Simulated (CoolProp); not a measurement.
Vapour-liquid equilibrium of carbon dioxide (1) + R227EA (2) at 5.95 °C; x and y are mole fractions of (1).

Model: multi-fluid Helmholtz-energy mixture model, Span 1996 and Lemmon 2016; pair parameters Bell 2016, in CoolProp.

```
x     bubble pressure (bar)  y at the bubble point  dew pressure at overall composition x (bar)  liquid density (mol/L)
----  ---------------------  ---------------------  -------------------------------------------  ----------------------
0.05                  3.837                  0.371                                        2.556                   8.901
0.15                  6.801                  0.656                                        2.857                   9.536
0.25                  9.896                  0.774                                        3.233                   10.24
0.35                  13.10                  0.838                                        3.718                   11.04
0.45                  16.43                  0.880                                        4.369                   11.95
0.55                  19.94                  0.910                                        5.288                   12.98
0.65                  23.71                  0.934                                        6.688                   14.17
0.75                  27.86                  0.954                                        9.069                   15.56
0.85                  32.52                  0.973                                        13.92                   17.20
0.95                  37.79                  0.991                                        26.88                   19.13
```

No azeotrope shows between x = 0.05 and 0.95.

The pair parameters rest on a limited set of measurements; away from them the model extrapolates.
